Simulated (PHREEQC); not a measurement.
**Metal-bearing waste water: speciation**

Dissolve 0.26 mol FeCl3, 0.0019 mol NiCl2 and 0.085 mol NaH2PO4 per kg of water at 20 °C. Closed to the air; pH follows from the charge balance.

Computed with PHREEQC (ion-association model, wateq4f.dat).

- pH: 2.08
- ionic strength: 0.876 mol/kgw
- activity of water: 0.984
- total alkalinity: -520 meq/kg

```
species     molality  activity   log γ
----------  --------  --------  ------
Cl-            0.599     0.365  -0.215
FeCl+2        0.0959    0.0172  -0.747
Na+           0.0850    0.0606  -0.147
FeH2PO4+2     0.0849    0.0164  -0.713
FeCl2+        0.0425    0.0328  -0.112
Fe+3          0.0249   0.00183  -1.133
H+            0.0111   0.00834  -0.126
FeOH+2       0.00578   0.00103  -0.747
Fe2(OH)2+4   0.00216   3.55e-5  -1.785
Ni+2         0.00107  0.000382  -0.446
FeCl3       0.000979   0.00120   0.088
NiCl+       0.000453  0.000350  -0.112
NiCl2       0.000379  0.000464   0.088
Fe3(OH)4+5  0.000243   3.94e-7  -2.789
```

No solid was allowed to form. The solution is supersaturated, for example in Strengite, Hematite (slow to form), so a real one may precipitate; this is no full list. Ionic strength above about 0.7 mol/kgw puts this run outside the model's range. Species that the database lacks are ignored. H3PO4, which wateq4f.dat lacks, is added to it with the constant of phreeqc.dat. The database has no phosphate complexes of Ni.
